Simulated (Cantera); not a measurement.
## Low-pressure radical oxidation in H2/O2

A perfectly stirred reactor is fed with H2 : O2 = 0.36 : 1 (molar parts), at 10.00 Torr; it is held at 1075 K, and followed from long to short residence time.

Cantera simulation using the H2/O2 subset of GRI-Mech 3.0, which has no nitrogen chemistry; the numbers are that mechanism's predictions, not measurements. Radical loss at walls, strong at low pressure, is not modelled. The temperature is held fixed by assumption; the heat of reaction is taken as removed at once.

```csv
τ (s),x H2,x O2,x O,x H,x H2O,x HO2
6.4,0.000372,0.694,0.000520,7.77e-5,0.304,5.00e-6
3.2,0.000579,0.694,0.000824,0.000155,0.304,6.48e-6
1.6,0.000898,0.693,0.00130,0.000311,0.303,8.13e-6
0.77,0.00142,0.693,0.00209,0.000643,0.302,9.93e-6
0.38,0.00218,0.691,0.00328,0.00129,0.300,1.16e-5
0.19,0.00331,0.689,0.00507,0.00256,0.297,1.31e-5
0.093,0.00507,0.686,0.00786,0.00511,0.293,1.44e-5
0.046,0.00765,0.682,0.0119,0.00995,0.285,1.53e-5
0.023,0.0114,0.675,0.0175,0.0186,0.273,1.56e-5
0.011,0.0171,0.664,0.0251,0.0338,0.253,1.53e-5
0.0055,0.0248,0.653,0.0326,0.0535,0.228,1.45e-5
```
x: mole fraction; the columns are a selection and need not sum to one.
